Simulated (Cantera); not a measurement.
Mixture: CO : H₂ : CH₄ : O₂ : N₂ = 1 : 0.032 : 1.5 : 3.52 : 13.2 (molar parts), equivalence ratio 1.00, at 750 Torr, adiabatic and at constant volume. Ignition delay is the time to a rise of 400 K.

Model: GRI-Mech 3.0 (53 species, 325 reactions), integrated in Cantera.

**Question.** What does this change do: CO 1 to 0.3 parts?

**Answer.** 
| quantity | before | after |
|---|---|---|
| delay at 1098 K | 0.198 s | 0.155 s |
| delay at 1248 K | 20.8 ms | 18.1 ms |
| delay at 1398 K | 3.00 ms | 2.81 ms |
| delay at 1548 K | 0.638 ms | 0.620 ms |
| delay at 1698 K | 0.196 ms | 0.192 ms |
| apparent activation energy between 1548 and 1698 K | 170 kJ/mol | 170 kJ/mol |
